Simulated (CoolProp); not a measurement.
Properties of R141b along the isotherm 93.45 °C (Tc = 204.4 °C, pc = 42.12 bar, ω = 0.220).

Values from CoolProp's reference Helmholtz-energy equation of state, Lemmon 2006. It is a short technical equation, of lower accuracy than the large ones.

```tsv
p (bar)	phase	density (kg/m³)	cv (kJ/(kg K))	Joule-Thomson coefficient (K/MPa)	isothermal compressibility (1/MPa)	expansivity (1/kK)
0.333	gas	1.286	0.7805	19.77	30.22	2.787
0.502	gas	1.944	0.7816	19.90	20.11	2.818
0.758	gas	2.951	0.7834	20.10	13.39	2.867
1.14	gas	4.471	0.7862	20.41	8.972	2.943
1.72	gas	6.826	0.7907	20.90	6.022	3.068
2.6	gas	10.52	0.7985	21.67	4.068	3.282
3.92	gas	16.35	0.8122	22.95	2.797	3.670
8.93	liquid	1090	0.8688	-0.1321	0.004064	2.226
13.5	liquid	1092	0.8688	-0.1398	0.003983	2.197
20.3	liquid	[?]	0.8688	-0.1507	0.003869	[?]
30.7	liquid	1099	0.8688	-0.1662	0.003708	2.098
46.3	liquid	1105	0.8688	-0.1873	0.003493	[?]
69.8	liquid	1114	0.8690	-0.2148	0.003218	1.916
105	liquid	1126	[?]	-0.2488	0.002885	1.788
```

Problem. What belongs in the gaps?

Solution. 
- 20.3, density (kg/m³): 1095
- 20.3, expansivity (1/kK): 2.156
- 46.3, expansivity (1/kK): 2.019
- 105, cv (kJ/(kg K)): 0.8695
